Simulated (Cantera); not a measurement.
A perfectly stirred reactor is fed with CO : H2 : CH4 : O2 : N2 = 1 : 0.093 : 0.24 : 0.642 : 2.5 (molar parts), at 5.00 bar; it is adiabatic with a 648 K inlet, and is followed from long to short residence time, starting on the burning branch (τ in s: 0.091, 0.041, 0.018, 0.0081, 0.0036, 0.0016, 0.00072, 0.00032, 0.00014, 6.4e-05, 2.9e-05, 1.3e-05).

Model: GRI-Mech 3.0 (53 species, 325 reactions), integrated in Cantera.

One state of this run: T (K) = 2206; x CO = 0.160; x H2 = 0.0232; x CH4 = 0.000103; x C2H2 = 4.61e-7; x C2H = 5.39e-9; x H = 0.00779. x: mole fraction; the columns are a selection and need not sum to one.

Q: Which value of τ (s) does it belong to?
A. 2.9e-5
B. 0.091
C. 0.00014
D. 0.0016

A: C, 0.00014
